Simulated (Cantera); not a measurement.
**Hydrocarbon pyrolysis for carbon deposition**

A perfectly stirred reactor is fed with CH4 : H2 = 1 : 14 (molar parts), at 0.263 Torr; it is held at 1875 K, and followed from long to short residence time.

Detailed kinetics in Cantera: GRI-Mech 3.0 (53 species, 325 reactions). GRI-Mech 3.0 stops at C3 and has no aromatics, soot or wall deposition, so with more carbon than oxygen in the feed, carbon stays in small species such as C2H2 where larger ones or solid carbon would form. Radical loss at walls, strong at low pressure, is not modelled.

```tsv
τ (s)	x CH4	x H2	x C2H6	x C2H	x C2H2
0.92	0.0476	0.940	2.88e-6	2.34e-7	0.00742
0.47	0.0573	0.935	2.71e-6	6.99e-8	0.00298
0.23	0.0636	0.933	1.39e-6	7.42e-9	0.000547
0.12	0.0656	0.933	4.75e-7	4.56e-10	6.38e-5
0.060	0.0662	0.933	1.27e-7	1.71e-11	4.82e-6
0.030	0.0665	0.933	3.16e-8	<1e-12	3.18e-7
0.015	0.0666	0.933	7.28e-9	<1e-12	1.98e-8
0.0076	0.0666	0.933	1.57e-9	<1e-12	1.26e-9
0.0038	0.0666	0.933	2.85e-10	<1e-12	7.31e-11
0.0019	0.0667	0.933	4.33e-11	<1e-12	3.99e-12
```
x: mole fraction; the columns are a selection and need not sum to one.
